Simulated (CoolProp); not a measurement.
R1132(E) along the isotherm 245 K: Z from the reference equation and from simpler models built on Tc = 348.8 K, pc = 51.74 bar, ω = 0.245; each cubic takes its own stable root.

Computed with CoolProp (reference Helmholtz-energy equation of state, Akasaka 2024).

```tsv
p (bar)	phase	reference
0.206	gas	0.9954
0.422	gas	0.9906
0.867	gas	0.9804
1.78	gas	0.9589
3.66	liquid	0.01063
7.51	liquid	0.02179
15.4	liquid	0.04460
31.7	liquid	0.09148
```

Task: How far does each simpler model (van der Waals, Redlich-Kwong, Soave-Redlich-Kwong, Peng-Robinson) lie from the reference over these 8 states: mean and median of the absolute difference, and the worst?

Result: 
- van der Waals: mean 1619.3 %, median 33.2 %, worst +8834.1 % at 245 K and 3.66 bar
- Redlich-Kwong: mean 1088.7 %, median 7.5 %, worst +8664.8 % at 245 K and 3.66 bar
- Soave-Redlich-Kwong: mean 5.3 %, median 5.3 %, worst +10.4 % at 245 K and 3.66 bar
- Peng-Robinson: mean 1.3 %, median 1.4 %, worst -2.6 % at 245 K and 31.7 bar

At some of these states van der Waals, Redlich-Kwong gives the other phase, because its saturation line lies elsewhere.
